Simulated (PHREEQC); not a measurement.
1 kg of water holding 23 mmol/kgw NaCl, 66 mmol/kgw CaCl2 and 34 mmol/kgw SrCl2 is evaporated at 25 °C; the solids stay in contact with the brine. No CO2 enters from the air. Only these solids could form: Halite, Portlandite.

The numbers come from PHREEQC with the Pitzer model, pitzer.dat.

```tsv
water left (kg)	ionic strength	water activity	Halite (mol)	Ca in solution (mol/kgw)	Sr in solution (mol/kgw)	Cl in solution (mol/kgw)
1	0.323	0.995	0	0.0660	0.0340	0.223
0.8219	0.393	0.993	0	0.0803	0.0414	0.271
0.6755	0.478	0.992	0	0.0977	0.0503	0.330
0.5552	0.582	0.990	0	0.119	0.0612	0.402
0.4563	0.708	0.988	0	0.145	0.0745	0.489
0.375	0.861	0.985	0	0.176	0.0907	0.595
0.3082	1.05	___	0	0.214	0.110	0.723
0.2533	1.27	0.978	0	0.261	0.134	0.880
0.2082	1.55	0.973	0	0.317	0.163	1.07
0.1711	1.89	0.966	0	0.386	0.199	1.30
0.1407	2.30	___	0	0.469	0.242	1.59
0.1156	2.79	0.946	0	0.571	0.294	1.93
0.09502	3.40	0.932	0	0.695	0.358	2.35
0.07809	4.14	0.912	0	0.845	0.435	2.86
0.06418	5.03	0.886	0	1.03	0.530	3.47
0.05275	6.12	___	0	1.25	0.644	4.23
0.04335	7.45	___	0	1.52	0.784	5.14
0.03564	9.06	___	0	1.85	0.954	6.26
0.0293	11.0	0.662	0	2.25	1.16	7.61
0.02407	13.2	0.572	___	2.74	1.41	9.09
0.01979	15.5	0.484	0.0155	3.34	1.72	10.5
```

Task: Complete the blanks.

Result: 
- 0.3082, water activity: 0.982
- 0.1407, water activity: 0.958
- 0.05275, water activity: 0.851
- 0.04335, water activity: 0.804
- 0.03564, water activity: 0.742
- 0.02407, Halite (mol): 0.00417

Species that the database lacks are ignored.
